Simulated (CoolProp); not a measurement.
A Linde-Hampson liquefier for CF4 (R14): isothermal reversible compression at 290 K from 1 atm to 30 MPa, throttling to 1 atm, return gas leaving the recuperator 10 K below the feed. Each further row changes one setting.

Values from CoolProp's reference Helmholtz-energy equation of state, Platzer 1990. This equation is an older, rougher fit; its heat capacities, sound speeds and derivatives of the liquid may be far off and weren't checked against measurements.

| case | liquid yield per pass | compression work (kJ/kg of gas) |
|---|---|---|
| as stated | 0.296 | 138 |
| warm-end temperature 320 K | 0.226 | 159 |
| warm-end gap 15 K | 0.285 | 138 |
